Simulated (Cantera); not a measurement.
# Thermodynamics of carbothermic reduction, feed MgO + C + H₂

Feed: 1 mol MgO, 6.4 mol C, 0.14 mol H₂.

Method: chemical equilibrium by Gibbs-energy minimisation in Cantera with the NASA 1993 tables (ideal gas, pure condensed phases). Candidate condensed phases: C, C₆H₆, C₇H₈, C₈H₁₈, H₂O, Mg, MgCO₃, MgO, Mg(OH)₂; 116 gas species. Kinetics and transport are ignored.

Q: Map the stable condensed phases over T = 550, 700, 850, 1000, 1150, 1300, 1450, 1600, 1750, 1900, 2050, 2200, 2350 °C and P in Pa = 10, 42, 180, 750, 3200, 13000, 56000, 240000, 1000000.

A: 
```
T in °C \ P in Pa
              10      42     180     750    3200   13000   56000  240000 1000000
   2350        A       A       A       A       A       A       A       A       A
   2200        A       A       A       A       A       A       A       A       A
   2050        A       A       A       A       A       A       A       A       B
   1900        A       A       A       A       A       A       A       A       B
   1750        A       A       A       A       A       A       A       B       B
   1600        A       A       A       A       A       A       B       B       B
   1450        A       A       A       A       A       B       B       B       B
   1300        A       A       A       B       B       B       B       B       B
   1150        A       A       B       B       B       B       B       B       B
   1000        B       B       B       B       B       B       B       B       B
    850        B       B       B       B       B       B       B       B       B
    700        B       B       B       B       B       B       B       B       B
    550        B       B       B       B       B       B       B       B       B
```
A: C; B: C + MgO.
